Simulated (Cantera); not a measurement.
An isothermal, constant-pressure homogeneous reactor starts with 52.6 % N2O, 0.137 % H2, 47.3 % N2, at 1500 K and 160000 Pa.

Computed with Cantera and GRI-Mech 3.0 (53 species, 325 reactions). GRI-Mech 3.0 was tuned for natural gas; its chemistry of N2O as a main component is partial and can be far from experiment. The temperature is held fixed by assumption; the heat of reaction is taken as removed at once.

**Question.** Predict: x(N2O) at 10.0 s; x(H2) at 10.0 s; x(N2) at 10.0 s; x(O) at 10.0 s; x(NO2) at 10.0 s; x(HO2) at 10.0 s.

**Answer.** 
```json
{
 "x(N2O) at 10.0 s": "1.91e-6 (gas-phase equilibrium 9.50e-8)",
 "x(H2) at 10.0 s": "3.94e-9 (gas-phase equilibrium 3.57e-9)",
 "x(N2) at 10.0 s": "0.754 (gas-phase equilibrium 0.791)",
 "x(O) at 10.0 s": "1.33e-6 (gas-phase equilibrium 1.47e-6)",
 "x(NO2) at 10.0 s": "0.000447 (gas-phase equilibrium 8.20e-6)",
 "x(HO2) at 10.0 s": "1.94e-8 (gas-phase equilibrium 2.24e-8)"
}
```
